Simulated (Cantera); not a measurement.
A freely propagating, adiabatic, planar premixed flame of 5.21 % CH4, 1.56 % CO, 15.6 % O2, 77.6 % N2, equivalence ratio 0.72, unburnt at 700 K and 100000 Pa; mixture-averaged transport, grid criteria slope 0.08 and curve 0.16, no radiation.

Computed with Cantera and GRI-Mech 3.0 (53 species, 325 reactions). Burning velocities carry a grid error of a few per cent, more on coarse grids.

Problem. Predict: laminar burning velocity; thermal thickness; peak x(H).

Solution. 
- laminar burning velocity = 89.1 cm/s
- thermal thickness = 0.491 mm
- peak x(H) = 0.00298
